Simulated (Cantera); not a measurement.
Input (Python, Cantera) and output of one run.

```python
import numpy as np
import cantera as ct

gas_names = """
    H H2 H2S Pb PbS Pb2 S SH S2 S8
""".split()
cond_names = """
    Pb(cr) Pb(L) PbS(s) PbS(L) S(cr1) S(cr2) S(L)
""".split()


# ... load() reads the species with a 1 bar reference pressure and builds the phases ...
atoms = {
    'PbS': {'Pb': 1, 'S': 1},
    'H2': {'H': 2},
}
top_T = {}  # K; cautious upper limits of use, not melting points


# ... equilibrate(T, P, feed) seeds the gas with the atoms and calls Mixture.equilibrate('TP', solver="vcs", rtol=1e-11, max_steps=5000) ...
results = []
T = 2200  # K
P = 140000  # Pa
for m in [0.44, 0.85, 1.7, 3.3, 6.4, 13, 25, 48, 94, 180, 360, 700]:
    feed = {'PbS': 1, 'H2': m}  # mol
    mix = equilibrate(T, P, feed)
    results.append((T, P, feed, dict(zip(mix.species_names, mix.species_moles))))

top = {s: max(r[3][s] / sum(r[3][g] for g in gas_names) for r in results) for s in gas_names}
cols = sorted((s for s in top if top[s] > 0.0001), key=lambda s: -top[s])[:5]
seen = [c for c in cond_names if any(r[3].get(c, 0) > 1e-12 for r in results)]
print("log10 of partial pressures in bar; condensed amounts in mol")
print(f"{'n(H2)':>10s}" + "".join(f"{s[:9]:>10s}" for s in cols + seen))
for T, P, feed, n in results:
    ng = sum(n[g] for g in gas_names)
    print(f"{feed['H2']:10.4g}" + "".join(f"{np.log10(max(n[s] / ng * P / 1e5, 1e-99)):10.3f}" for s in cols)
          + "".join(f"{n.get(c, 0):10.4g}" for c in seen))
```

Result:

```
log10 of partial pressures in bar; condensed amounts in mol
     n(H2)        H2       PbS        Pb        S2       H2S
      0.44    -0.463    -0.191    -0.600    -1.021    -1.417
      0.85    -0.269    -0.310    -0.658    -1.143    -1.284
       1.7    -0.114    -0.497    -0.753    -1.327    -1.221
       3.3    -0.012    -0.737    -0.877    -1.559    -1.235
       6.4     0.053    -1.032    -1.032    -1.839    -1.310
        13     0.094    -1.402    -1.227    -2.190    -1.444
        25     0.116    -1.789    -1.429    -2.559    -1.607
        48     0.128    -2.216    -1.651    -2.971    -1.801
        94     0.136    -2.697    -1.897    -3.440    -2.028
       180     0.139    -3.196    -2.150    -3.932    -2.270
       360     0.142    -3.756    -2.433    -4.487    -2.545
       700     0.143    -4.311    -2.711    -5.039    -2.820
```

Method: chemical equilibrium by Gibbs-energy minimisation in Cantera with the NASA 1993 tables (ideal gas, pure condensed phases).
